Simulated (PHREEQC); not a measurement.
# Reverse-osmosis reject: speciation

Synthetic water in mg/kgw, 15 °C, pH 7.87:

```csv
constituent,mg/kgw
Na,2250
K,44.7
Ca,43.3
Mg,59.9
Cl,3890
S(6) as SO4,138
Alkalinity as HCO3,0.306
Li,13.5
```

Valence states are taken as typed.

Computed with PHREEQC (Pitzer model, pitzer.dat).

No solid was allowed to form.

Question: What specific conductance does the model give?

Answer: specific conductance 9020 µS/cm.

Question: In which forms is C present?

Answer: HCO3- 96 %, CO2 2.9 %, CO3-2 0.8 % of the C.

Complexes and solids missing from the database can't appear.
